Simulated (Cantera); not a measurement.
Input (Python, Cantera):

```python
import numpy as np
import cantera as ct

gas = ct.Solution("gri30.yaml")
gas.TPX = 1325, 75000, {'CO': 1, 'H2': 0.35, 'CH4': 0.095, 'O2': 1.97, 'N2': 8.65}
reactor = ct.IdealGasConstPressureReactor(gas, energy="on", clone=False)
net = ct.ReactorNet([reactor])
net.rtol, net.atol = 1e-08, 1e-16
show = ['CO', 'H2', 'CH4', 'C2H6', 'O', 'C2H2', 'NO2']
times = np.geomspace(5e-06, 4, 15)

steps = ct.SolutionArray(gas, extra=["t"])
rows = []
print(f"{'t/s':>10s}{'T/K':>9s}{'P/Pa':>11s}" + "".join(f"{s:>11s}" for s in show))
for t in times:
    while net.time < t:
        t_next = net.step()
        steps.append(gas.state, t=t_next)
    rows.append([np.interp(t, steps.t, y) for y in (steps.T, steps.P, *steps(*show).X.T)])
    print(f"{t:10.3e}{rows[-1][0]:9.1f}{rows[-1][1]:11.4g}" + "".join(f"{x:11.3e}" for x in rows[-1][2:]))
rate = np.gradient(steps.T, steps.t)
print("integrator steps:", len(steps.t))
if steps.T.max() > steps.T[0] + 200:
    print(f"time of steepest temperature rise: {steps.t[rate.argmax()]:.4e} s")
gas.TPX = 1325, 75000, {'CO': 1, 'H2': 0.35, 'CH4': 0.095, 'O2': 1.97, 'N2': 8.65}
gas.equilibrate("HP")
print(f"equilibrium (HP): T = {gas.T:.1f} K  " + "  ".join(f"{s} {gas[s].X[0]:.3e}" for s in show))
```

It prints:

```
       t/s      T/K       P/Pa         CO         H2        CH4       C2H6          O       C2H2        NO2
 5.000e-06   1325.0    7.5e+04  8.288e-02  2.901e-02  7.874e-03  2.466e-15  1.600e-08  2.167e-20  3.692e-24
 1.320e-05   1325.0    7.5e+04  8.288e-02  2.901e-02  7.874e-03  4.963e-13  7.971e-08  4.750e-19  2.690e-22
 3.486e-05   1325.0    7.5e+04  8.288e-02  2.900e-02  7.870e-03  1.180e-09  2.368e-06  4.073e-16  3.487e-19
 9.203e-05   1469.2    7.5e+04  8.223e-02  1.245e-02  8.284e-04  9.714e-08  6.736e-03  7.197e-08  4.696e-11
 2.430e-04   1877.1    7.5e+04  2.652e-02  2.908e-03  7.587e-18  1.606e-32  1.905e-02  3.120e-23  7.378e-09
 6.415e-04   2109.3    7.5e+04  1.518e-02  1.466e-03  1.463e-19  1.824e-35  8.374e-03  1.147e-23  2.893e-08
 1.694e-03   2230.9    7.5e+04  7.063e-03  6.225e-04  2.058e-20  1.511e-37  3.300e-03  3.061e-24  1.078e-07
 4.472e-03   2274.9    7.5e+04  3.737e-03  3.272e-04  8.867e-21  1.628e-39  1.686e-03  7.605e-25  2.704e-07
 1.181e-02   2277.3    7.5e+04  3.478e-03  3.057e-04  7.895e-21  6.322e-39  1.568e-03  6.440e-25  5.799e-07
 3.118e-02   2275.3    7.5e+04  3.445e-03  3.032e-04  7.701e-21  6.041e-39  1.545e-03  6.138e-25  1.330e-06
 8.231e-02   2271.0    7.5e+04  3.374e-03  2.977e-04  7.297e-21  5.472e-39  1.497e-03  5.527e-25  2.932e-06
 2.173e-01   2265.0    7.5e+04  3.276e-03  2.903e-04  6.755e-21  4.746e-39  1.431e-03  4.751e-25  5.158e-06
 5.738e-01   2262.0    7.5e+04  3.229e-03  2.867e-04  6.498e-21  4.418e-39  1.399e-03  4.403e-25  6.250e-06
 1.515e+00   2261.9    7.5e+04  3.227e-03  2.865e-04  6.483e-21  4.400e-39  1.397e-03  4.383e-25  6.313e-06
 4.000e+00   2261.9    7.5e+04  3.227e-03  2.865e-04  6.483e-21  4.400e-39  1.397e-03  4.383e-25  6.313e-06
integrator steps: 1655
time of steepest temperature rise: 8.7548e-05 s
equilibrium (HP): T = 2261.9 K  CO 3.227e-03  H2 2.865e-04  CH4 1.011e-20  C2H6 8.451e-39  O 1.397e-03  C2H2 5.195e-25  NO2 6.313e-06
```

Computed with Cantera and GRI-Mech 3.0 (53 species, 325 reactions).
